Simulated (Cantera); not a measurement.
# Equilibrium for silicon epitaxy and polysilicon growth: Si₃H₈ + Cl₂ + H₂

Charge: 1 mol Si₃H₈, 0.19 mol Cl₂, 380 mol H₂, held at 6900 Pa.

Cantera equilibrium calculation (NASA polynomials, part measured and part estimated; ideal gas, pure solids and liquids). Candidate condensed phases: Si; 19 gas species. The feed counts by its element totals alone. Gases not in the tables: Si₂H₆ and higher silanes. The numbers say what is thermodynamically allowed, not how fast it happens.

```tsv
T (°C)	x H₂	x H	x HCl	x Si	n Si(s)	n Si(l)
1050	0.999	6.03e-6	0.000984	1.29e-9	3.00	0
1125	0.999	1.80e-5	0.000983	1.13e-8	3.00	0
1200	0.999	4.81e-5	0.000983	7.93e-8	3.00	0
1275	0.999	0.000117	0.000982	4.60e-7	3.00	0
1350	0.999	0.000263	0.000982	2.27e-6	2.99	0
1425	0.998	0.000550	0.000981	9.52e-6	0	2.99
1500	0.998	0.00108	0.000981	3.09e-5	0	2.97
```
x: gas mole fraction; n: condensed amount in mol.

From 1050 °C to 1350 °C the condensed part is Si(s). From 1425 °C to 1500 °C the condensed part is Si(l). The main Si-bearing gas is SiCl₂ at 1050 °C and Si at 1500 °C.
